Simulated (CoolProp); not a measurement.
Vapour pressure (kPa) of dodecamethylpentasiloxane (MD3M): the reference equation beside estimates from Tc = 354.9 °C, pc = 954.0 kPa, ω = 0.730. Clausius-Clapeyron is anchored at 162.65 °C with a constant enthalpy of vaporisation of 51.36 kJ/mol.

The numbers come from the reference Helmholtz-energy equation of state, Thol 2019 in CoolProp.

| T (°C) | reference | Lee-Kesler | Clausius-Clapeyron | van der Waals | Redlich-Kwong | Soave-Redlich-Kwong | Peng-Robinson |
|---|---|---|---|---|---|---|---|
| 124.55 | … | … | 4.032 | 112.4 | 33.69 | 3.743 | 4.087 |
| 137.25 | 6.219 | … | 6.520 | 133.4 | 45.40 | 6.278 | 6.749 |
| 149.95 | … | 10.12 | 10.24 | 156.9 | 59.88 | 10.12 | 10.73 |
| 162.65 | 15.67 | 15.69 | 15.67 | 182.9 | 77.49 | … | 16.49 |
| 175.35 | 23.62 | 23.57 | 23.41 | 211.6 | 98.56 | … | 24.57 |
| 188.15 | 34.63 | 34.48 | 34.31 | 243.4 | 123.7 | 34.77 | 35.73 |
| 200.85 | 49.29 | 49.01 | 49.12 | 277.8 | 152.8 | 49.56 | 50.54 |
| 213.55 | 68.49 | … | 69.01 | 315.2 | 186.4 | 69.00 | 69.91 |
| 226.25 | 93.15 | 92.46 | 95.30 | 355.7 | 224.8 | 94.06 | 94.78 |
| 238.95 | 124.3 | 123.3 | 129.5 | 399.3 | 268.4 | 125.8 | 126.2 |

Problem. Fill in the missing entries.

Solution. 
- 124.55, reference: 3.686
- 124.55, Lee-Kesler: 3.764
- 137.25, Lee-Kesler: 6.295
- 149.95, reference: 10.06
- 162.65, Soave-Redlich-Kwong: 15.74
- 175.35, Soave-Redlich-Kwong: 23.70
- 213.55, Lee-Kesler: 68.03

Absolute difference from the reference over all 10 rows, mean and median: Lee-Kesler 0.7 and 0.6 %, Clausius-Clapeyron 2.5 and 1.4 %, van der Waals 1024.7 and 699.4 %, Redlich-Kwong 354.8 and 287.2 %, Soave-Redlich-Kwong 0.8 and 0.7 %, Peng-Robinson 4.6 and 3.6 %.
